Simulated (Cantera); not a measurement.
**Thermodynamics of boron, boron nitride and boron oxide, feed borazine + H2 + N2**

Input: 1 mol borazine, 1.2 mol H2, 1.4 mol N2, held at 875 °C and 21.0 Torr.

Method: chemical equilibrium by Gibbs-energy minimisation in Cantera with the NASA 1993 tables (ideal gas, pure condensed phases). Candidate condensed phases: B, BN; 15 gas species. The feed counts by its element totals alone. Kinetics and transport are ignored.

```yaml
x(H2): 0.750
x(N2): 0.250
x(NH3): 2.24e-6
n(BN(s)): 3.00 mol
gas_amount: 5.600 mol
log10 activity of B(s) (absent): -5.73
```
